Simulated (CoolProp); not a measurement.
Properties of n-butane along the isobar 5.24 MPa (Tc = 425.1 K, pc = 3.796 MPa, ω = 0.201).

Computed with CoolProp (reference Helmholtz-energy equation of state, Bücker 2006).

```tsv
T (K)	phase	density (kg/m³)	viscosity (µPa s)
418.6	liquid	394.6	52.0
435.9	supercritical	324.6	36.5
453.3	supercritical	___	___
470.7	supercritical	137.9	___
488.1	supercritical	115.9	15.3
505.5	supercritical	102.6	15.0
522.9	supercritical	93.22	___
540.2	supercritical	86.14	15.0
557.6	supercritical	80.44	15.1
575	supercritical	75.72	15.3
```

Task: Some entries are withheld; supply them.

Result: 
- 453.3, density (kg/m³): 189.8
- 453.3, viscosity (µPa s): 20.0
- 470.7, viscosity (µPa s): 16.3
- 522.9, viscosity (µPa s): 14.9

Viscosity comes from a separate model (Vogel 1999).
